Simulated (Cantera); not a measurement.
**Thermodynamics of aluminium nitride and oxide growth, feed Al(CH₃)₃ + N₂O + H₂**

Charge: 1 mol Al(CH₃)₃, a varied amount of N₂O, 2 mol H₂, held at 1927 °C and 6800 Pa.

These are equilibrium values from Cantera (NASA tables, ideal gas, pure condensed phases), not measurements of a reactor. Candidate condensed phases: Al, AlN, Al₂O₃, C, C₆H₆, C₇H₈, C₈H₁₈, H₂O; 148 gas species. The feed counts by its element totals alone. The tables' values for AlOH are old estimates; treat these amounts as uncertain. Gases not in the tables: Al(OH)₃. Rates play no part.

```json
[
 {"n(N₂O) (mol)": "1.1", "x H₂": "0.651", "x N₂": "0.109", "x H₂O": "2.81e-7", "x O₂": "<1e-12", "x CO": "0.111", "x CO₂": "9.11e-9", "x Al": "0.0956", "x H": "0.0174", "x NO": "1.93e-11", "x OH": "1.05e-9", "x Al₂O": "0.00158", "n C(graphite)": "1.80", "n Al₂O₃(s)": "0"},
 {"n(N₂O) (mol)": "2.1", "x H₂": "0.538", "x N₂": "0.174", "x H₂O": "3.70e-7", "x O₂": "<1e-12", "x CO": "0.177", "x CO₂": "2.31e-8", "x Al": "0.0789", "x H": "0.0158", "x NO": "3.89e-11", "x OH": "1.52e-9", "x Al₂O": "0.00171", "n C(graphite)": "0.771", "n Al₂O₃(s)": "0"},
 {"n(N₂O) (mol)": "4", "x H₂": "0.460", "x N₂": "0.288", "x H₂O": "0.000109", "x O₂": "1.08e-12", "x CO": "0.216", "x CO₂": "9.70e-6", "x Al": "0.0103", "x H": "0.0147", "x NO": "1.73e-8", "x OH": "4.85e-7", "x Al₂O": "0.0100", "n C(graphite)": "0", "n Al₂O₃(s)": "0.286"},
 {"n(N₂O) (mol)": "7.4", "x H₂": "0.227", "x N₂": "0.435", "x H₂O": "0.150", "x O₂": "8.36e-6", "x CO": "0.157", "x CO₂": "0.0196", "x Al": "6.99e-8", "x H": "0.0103", "x NO": "5.92e-5", "x OH": "0.000949", "x Al₂O": "1.29e-9", "n C(graphite)": "0", "n Al₂O₃(s)": "0.500"},
 {"n(N₂O) (mol)": "14", "x H₂": "0.0100", "x N₂": "0.583", "x H₂O": "0.256", "x O₂": "0.0125", "x CO": "0.0215", "x CO₂": "0.104", "x Al": "2.91e-10", "x H": "0.00216", "x NO": "0.00264", "x OH": "0.00770", "x Al₂O": "<1e-12", "n C(graphite)": "0", "n Al₂O₃(s)": "0.500"},
 {"n(N₂O) (mol)": "26", "x H₂": "0.00174", "x N₂": "0.617", "x H₂O": "0.148", "x O₂": "0.137", "x CO": "0.00421", "x CO₂": "0.0675", "x Al": "4.81e-11", "x H": "0.000902", "x NO": "0.00904", "x OH": "0.0107", "x Al₂O": "<1e-12", "n C(graphite)": "0", "n Al₂O₃(s)": "0.500"},
 {"n(N₂O) (mol)": "49", "x H₂": "0.000742", "x N₂": "0.635", "x H₂O": "0.0795", "x O₂": "0.220", "x CO": "0.00184", "x CO₂": "0.0374", "x Al": "3.38e-11", "x H": "0.000588", "x NO": "0.0116", "x OH": "0.00880", "x Al₂O": "<1e-12", "n C(graphite)": "0", "n Al₂O₃(s)": "0.500"}
]
```
x: gas mole fraction; n: condensed amount in mol.

From 1.1 mol N₂O to 2.1 mol N₂O the condensed part is C(graphite). From 4 mol N₂O to 49 mol N₂O the condensed part is Al₂O₃(s).
